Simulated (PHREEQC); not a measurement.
Solution A (4.6 mmol/kgw HCl and 37 mmol/kgw ZnSO4) is mixed with solution B (0.016 mol H3BO3 and 0.0022 mol NaF per kg of water) at 25 °C; shares are by mass of water, 1 kg in all. Oxygen is held at 0.21 atm. CO2 from the air is kept out. The run lets Halite, Zn(OH)2(e) precipitate or redissolve, and no other solid.

Equilibrium calculation in PHREEQC: ion-association model, phreeqc.dat.

```csv
share of solution B,pH,F- (mol/kgw),Zn+2 (mol/kgw),SO4-2 (mol/kgw),ZnSO4 (mol/kgw),HF (mol/kgw)
0,2.65,0,0.0215,0.0177,0.0134,0
0.1,2.70,6.45e-5,?,0.0164,0.0120,0.000147
0.2,2.76,0.000137,0.0176,0.0150,0.0106,0.000277
0.3,2.83,0.000216,0.0157,0.0136,0.00913,0.000378
0.4,2.91,0.000301,0.0137,0.0121,?,?
0.5,3.01,0.000397,0.0117,0.0106,0.00623,0.000467
0.6,3.15,?,0.00960,0.00890,0.00479,0.000456
0.7,3.33,0.000701,0.00748,0.00710,0.00337,0.000409
0.8,3.60,0.000992,0.00526,0.00512,?,0.000318
0.9,4.03,0.00146,?,0.00286,0.000766,0.000181
1,5.94,0.00217,0,0,0,3.58e-6
```

**Question.** What belongs in the gaps?

**Answer.** 
- 0.1, Zn+2 (mol/kgw): 0.0196
- 0.4, ZnSO4 (mol/kgw): 0.00768
- 0.4, HF (mol/kgw): 0.000441
- 0.6, F- (mol/kgw): 0.000521
- 0.8, ZnSO4 (mol/kgw): 0.00200
- 0.9, Zn+2 (mol/kgw): 0.00288

Real BF4- forms and hydrolyses slowly; the run takes it at equilibrium.
